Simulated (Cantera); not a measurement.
Catalytic stagnation flow on Pt

A jet of 6.56 % CH₄, 14.9 % O₂, 78.5 % N₂, equivalence ratio 0.88 at 300 K and 31.5 Torr hits a platinum plate 8.1 cm away at a mass flux of 0.19 kg/m²/s; the plate temperature is set and raised in steps from an oxygen-covered start.

Computed with Cantera and Deutschmann's 1995 Pt surface mechanism with GRI-Mech 3.0 gas chemistry. Catalytic surfaces can have several steady states; this one follows from the mechanism file's or the stated starting coverage.

| plate T (K) | wall x CH₄ | wall x O₂ | wall x H₂O | wall x OH | wall x CO | wall x CO₂ | θ free Pt | θ O* | θ OH* |
|---|---|---|---|---|---|---|---|---|---|
| 850 | 0.0586 | 0.134 | 0.0133 | <1e-8 | 1.69e-5 | 0.00871 | 0.169 | 0.830 | 0.000748 |
| 900 | 0.0519 | 0.119 | 0.0259 | 4.19e-8 | 2.18e-5 | 0.0170 | 0.242 | 0.757 | 0.000947 |
| 950 | 0.0438 | 0.102 | 0.0409 | 1.38e-7 | 2.62e-5 | 0.0270 | 0.322 | 0.677 | 0.00106 |
| 1000 | 0.0359 | 0.0853 | 0.0555 | 3.96e-7 | 3.00e-5 | 0.0367 | 0.407 | 0.592 | 0.00108 |
| 1050 | 0.0293 | 0.0712 | 0.0677 | 9.79e-7 | 3.40e-5 | 0.0449 | 0.491 | 0.508 | 0.00102 |
| 1100 | 0.0242 | 0.0605 | 0.0769 | 2.15e-6 | 3.89e-5 | 0.0511 | 0.571 | 0.428 | 0.000928 |
| 1150 | 0.0204 | 0.0527 | 0.0837 | 4.31e-6 | 4.53e-5 | 0.0557 | 0.644 | 0.355 | 0.000814 |
x: mole fraction at the wall; θ: surface coverage.
